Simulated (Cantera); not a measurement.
Tantalum, niobium, vanadium and zirconium in process gases: Zr + H2O + H2

Feed: 1 mol Zr, 14 mol H2O, 5.4 mol H2, equilibrated at 0.550 Pa.

Method: chemical equilibrium by Gibbs-energy minimisation in Cantera with the NASA 1993 tables (ideal gas, pure condensed phases). Candidate condensed phases: H2O, Zr, ZrO2; 12 gas species. Kinetics and transport are ignored.

```
T (K)  log p H  log p H2O  log p H2  log p O  log p OH  log p O2  log p ZrO  log p ZrO2  n ZrO2(tetragonal)
-----  -------  ---------  --------  -------  --------  --------  ---------  ----------  ------------------
1523     -7.48      -5.47     -5.68   -10.64     -8.78    -10.76       <-17      -16.85                1.00
1623     -7.01      -5.47     -5.69    -9.56     -8.17     -9.69       <-17      -15.20                1.00
1723     -6.60      -5.48     -5.71    -8.61     -7.63     -8.73       <-17      -13.74                1.00
1823     -6.24      -5.51     -5.76    -7.76     -7.16     -7.87     -15.79      -12.45               1.000
1923     -5.94      -5.60     -5.82    -7.03     -6.78     -7.17     -14.42      -11.29               1.000
2023     -5.68      -5.84     -5.92    -6.49     -6.58     -6.77     -13.07      -10.25               1.000
2123     -5.51      -6.32     -6.12    -6.15     -6.62     -6.72     -11.69       -9.31               0.997
2223     -5.42      -7.06     -6.46    -5.98     -6.86     -6.96     -10.30       -8.45               0.971
2323     -5.39      -7.91     -6.86    -5.92     -7.22     -7.35      -8.94       -7.68               0.803
2423     -5.39      -8.78     -7.28    -5.90     -7.62     -7.79      -7.74       -7.05                   0
2523     -5.39      -9.59     -7.67    -5.89     -7.98     -8.20      -7.37       -7.20                   0
2623     -5.39     -10.34     -8.03    -5.88     -8.33     -8.58      -7.15       -7.47                   0
2723     -5.39     -11.05     -8.37    -5.87     -8.65     -8.94      -7.05       -7.83                   0
2823     -5.39     -11.70     -8.68    -5.87     -8.96     -9.29      -7.01       -8.22                   0
```
log p: log10 of the partial pressure in bar; n: condensed amount in mol.

From 1523 K to 2323 K the condensed part is ZrO2(tetragonal). From 2423 K to 2823 K nothing is condensed.
